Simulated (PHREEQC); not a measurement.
Make-up at 25 °C: 0.029 mol/kgw HF, 0.0968 mol/kgw NH4F and 0.11 mol/kgw (NH4)2SiF6. Closed to the air; pH follows from the charge balance.

Model: ion-association model, phreeqc.dat, run in PHREEQC.

This is a speciation only: nothing precipitates in the calculation.

### Question
Order these F species by the share of F that they hold, largest first: F-, HF, HF2-, SiF6-2.

### Answer
SiF6-2 (84 %), F- (11 %), HF (2.7 %), HF2- (1.8 %)

The pH is 3.57 and the ionic strength 0.427 mol/kgw. SiF6-2 is the database's only silicon fluoride.
